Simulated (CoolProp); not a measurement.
Vapour-liquid equilibrium of propane (1) + isopentane (2) at 0.579 bar; x and y are mole fractions of (1).

Model: multi-fluid Helmholtz-energy mixture model, Lemmon 2009 and Lemmon 2006; pair parameters Kunz 2012, in CoolProp.

```csv
x,"bubble temperature, mixture model (°C)","bubble temperature, Raoult's law (°C)","y, mixture model","y, Raoult's law"
0.05,-2.1,0.6,0.474,0.418
0.15,-19.4,-15.2,0.789,0.749
0.25,-28.9,-25.3,0.885,0.869
0.35,-35.0,-32.4,0.928,0.923
0.45,-39.5,-37.7,0.952,0.953
0.55,-43.1,-41.9,0.967,0.970
0.65,-46.1,-45.4,0.978,0.982
0.75,-48.7,-48.3,0.986,0.989
0.85,-51.0,-50.9,0.993,0.995
0.95,-53.1,-53.1,0.998,0.998
```

The largest gap from Raoult's law is -4.2 K in bubble temperature, at x = 0.15. No azeotrope shows between x = 0.05 and 0.95.

Pair parameters are fitted to limited data, so mixtures are less certain than the pure fluids.
